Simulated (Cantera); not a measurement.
Feed: 1 mol Si, 0.68 mol HCl, 0.64 mol H₂, held at 950 K.

Method: chemical equilibrium by Gibbs-energy minimisation in Cantera with the NASA 1993 tables (ideal gas, pure condensed phases). Candidate condensed phases: Si; 19 gas species. The tables' values for SiCl₃ are old estimates; treat these amounts as uncertain. Kinetics and transport are ignored.

Question: At 0.190 bar, list the 5 most abundant gas species with their mole fractions, and the condensed phases.

Answer: H₂ 0.832, SiCl₄ 0.115, SiHCl₃ 0.0396, HCl 0.0111, SiH₂Cl₂ 0.00139. Condensed: Si(s).
